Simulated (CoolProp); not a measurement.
A simple Rankine cycle with R236FA: condensing at 295.15 K, boiler at 2.69 MPa, turbine inlet 399 K, turbine efficiency 0.75, pump efficiency 0.6, no recuperator. Each further row changes one setting.

Model: reference Helmholtz-energy equation of state, Pan 2012, in CoolProp.

```
case                             thermal efficiency (%)  net work (kJ/kg)  heat in (kJ/kg)  turbine exit temperature (K)  volume ratio over the turbine
-------------------------------  ----------------------  ----------------  ---------------  ----------------------------  -----------------------------
as stated                                          12.3              25.5              207                         333.7                           14.5
condensing temperature 287.15 K                    13.4              29.0              217                         328.8                           19.2
boiler pressure 1.88 MPa                           11.2              25.0              223                         352.0                           8.52
turbine efficiency 0.65                            10.5              21.7              207                         337.9                           14.7
```
